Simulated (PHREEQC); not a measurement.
Sulfide liquor: an equilibrium model

Make-up at 20 °C: 0.0013 mol H2S and 0.0096 mol FeCl2 per kg of water. Closed to the air; pH follows from the charge balance.

The numbers come from PHREEQC with the ion-association model, phreeqc.dat.

```json
{
 "pH": "4.30",
 "ionic_strength": "0.0285 mol/kgw",
 "specific_conductance": "1900 µS/cm"
}
```

| species | molality | activity | log γ |
|---|---|---|---|
| Cl- | 0.0191 | 0.0162 | -0.071 |
| Fe+2 | 0.00944 | 0.00523 | -0.256 |
| H2S | 0.00124 | 0.00125 | 0.003 |
| FeCl+ | 0.000137 | 0.000117 | -0.069 |
| H+ | 5.74e-5 | 5.04e-5 | -0.057 |
| Fe(HS)2 | 2.73e-5 | 2.74e-5 | 0.003 |
| HS- | 2.86e-6 | 2.43e-6 | -0.072 |
| FeOH+ | 2.62e-8 | 2.24e-8 | -0.067 |
| Fe(HS)3- | 8.49e-9 | 7.25e-9 | -0.069 |

No solid was allowed to form. The solution is supersaturated, for example in Mackinawite, FeS(ppt), so a real one may precipitate; this is no full list.
